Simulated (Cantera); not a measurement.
A Cantera script and what it prints.

```python
import numpy as np
import cantera as ct

gas_names = """
    Cu CuO Cu2 H HO2 H2 H2O H2O2 O OH O2 O3
""".split()
cond_names = """
    Cu(cr) Cu(L) CuO(s) CuO2H2(s) Cu2O(s) Cu2O(L) H2O(s) H2O(L)
""".split()


# ... load() reads the species with a 1 bar reference pressure and builds the phases ...
atoms = {
    'Cu2O': {'Cu': 2, 'O': 1},
    'H2': {'H': 2},
    'H2O': {'H': 2, 'O': 1},
}
top_T = {'CuO(s)': 1390}  # K; cautious upper limits of use, not melting points


# ... equilibrate(T, P, feed) seeds the gas with the atoms and calls Mixture.equilibrate('TP', solver="vcs", rtol=1e-11, max_steps=5000) ...
results = []
feed = {'Cu2O': 1, 'H2': 1.2, 'H2O': 0.056}  # mol
P = 130  # Pa
for T in [1298, 1348, 1398, 1448, 1498, 1548, 1598, 1648, 1698, 1748]:
    mix = equilibrate(T, P, feed)
    results.append((T, P, feed, dict(zip(mix.species_names, mix.species_moles))))

top = {s: max(r[3][s] / sum(r[3][g] for g in gas_names) for r in results) for s in gas_names}
cols = sorted((s for s in top if top[s] > 1e-06), key=lambda s: -top[s])[:5]
seen = [c for c in cond_names if any(r[3].get(c, 0) > 1e-12 for r in results)]
print("log10 of partial pressures in bar; condensed amounts in mol")
print(f"{'T/K':>10s}" + "".join(f"{s[:9]:>10s}" for s in cols + seen))
for T, P, feed, n in results:
    ng = sum(n[g] for g in gas_names)
    print(f"{T:10.4g}" + "".join(f"{np.log10(max(n[s] / ng * P / 1e5, 1e-99)):10.3f}" for s in cols)
          + "".join(f"{n.get(c, 0):10.4g}" for c in seen))
```

Result:

```
log10 of partial pressures in bar; condensed amounts in mol
       T/K       H2O        Cu        H2         H        OH    Cu(cr)     Cu(L)
      1298    -2.961    -6.822    -3.684    -7.812    -8.977         2         0
      1348    -2.962    -6.329    -3.684    -7.478    -8.548         2         0
      1398    -2.962    -5.887    -3.685    -7.167    -8.150         0     1.999
      1448    -2.963    -5.479    -3.685    -6.878    -7.779         0     1.997
      1498    -2.964    -5.100    -3.687    -6.608    -7.433         0     1.992
      1548    -2.968    -4.745    -3.691    -6.357    -7.110         0     1.982
      1598    -2.975    -4.413    -3.698    -6.123    -6.809         0     1.961
      1648    -2.989    -4.102    -3.713    -5.907    -6.531         0     1.919
      1698    -3.017    -3.810    -3.741    -5.710    -6.275         0      1.83
      1748    -3.073    -3.536    -3.798    -5.540    -6.049         0     1.635
```

Cantera equilibrium calculation (NASA polynomials, part measured and part estimated; ideal gas, pure solids and liquids).
